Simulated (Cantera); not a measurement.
Charge: 1 mol PbO, 0.33 mol O₂, 0.14 mol H₂, at 500 K and 0.0800 bar.

Method: chemical equilibrium by Gibbs-energy minimisation in Cantera with the NASA 1993 tables (ideal gas, pure condensed phases). Candidate condensed phases: H₂O, Pb, PbO, PbO₂, Pb₃O₄; 12 gas species. Rates play no part.

Base state: H₂O 0.600, O₂ 0.400 (mole fractions); condensed: Pb₃O₄(s).

Question: What changes in the equilibrium state with this change: temperature from 500 K to 1250 K?

Answer: 
| species | before | after |
|---|---|---|
| O₂ | 0.400 | 0.649 |
| H₂O | 0.600 | 0.349 |
| PbO | <1e-9 | 0.00228 |
| OH | <1e-9 | 2.68e-5 |
| Pb₃O₄(s), mol | 0.333 | 0 |
| PbO(l), mol | 0 | 0.999 |
Gases not in the tables: (PbO)n polymers.

Question: What changes in the equilibrium state with this change: temperature from 500 K to 1200 K?

Answer: 
| species | before | after |
|---|---|---|
| O₂ | 0.400 | 0.649 |
| H₂O | 0.600 | 0.350 |
| PbO | <1e-9 | 0.000853 |
| OH | <1e-9 | 1.40e-5 |
| Pb₃O₄(s), mol | 0.333 | 0 |
| PbO(l), mol | 0 | 1.000 |
